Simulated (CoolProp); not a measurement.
Properties of CF4 (R14) along the isotherm -55.75 °C.

The numbers come from the reference Helmholtz-energy equation of state, Platzer 1990 in CoolProp. This equation is an older, rougher fit.

```
p (kPa)  phase  density (kg/m³)  cp (kJ/(kg K))  cv (kJ/(kg K))  viscosity (µPa s)  Prandtl number
-------  -----  ---------------  --------------  --------------  -----------------  --------------
5.95       gas           0.2899          0.5651          0.4704               12.9           0.742
9.26       gas           0.4513          0.5653          0.4704               12.9           0.742
14.4       gas           0.7021          0.5655          0.4705               12.9           0.743
22.5       gas            1.098          0.5659          0.4705               12.9           0.743
35         gas            1.710          0.5665          0.4707               12.9           0.744
54.4       gas            2.664          0.5675          0.4708               12.9           0.745
84.8       gas            4.165          0.5690          0.4711               12.9           0.748
132        gas            6.517          0.5715          0.4716               13.0           0.751
206        gas            10.25          0.5755          0.4724               13.0           0.757
320        gas            16.13          0.5823          0.4737               13.1           0.766
498        gas            25.62          0.5940          0.4760               13.3           0.782
776        gas            41.31          0.6162          0.4805               13.5           0.811
1210       gas            68.43          0.6643          0.4899               14.0           0.868
1880       gas            119.7          0.8024          0.5131               14.9            1.02
```

Viscosity comes from a separate model (Huber 2003), an estimate that may be off by 10 % or more. Thermal conductivity comes from a separate model (Huber 2003), an estimate that may be off by 10 % or more.
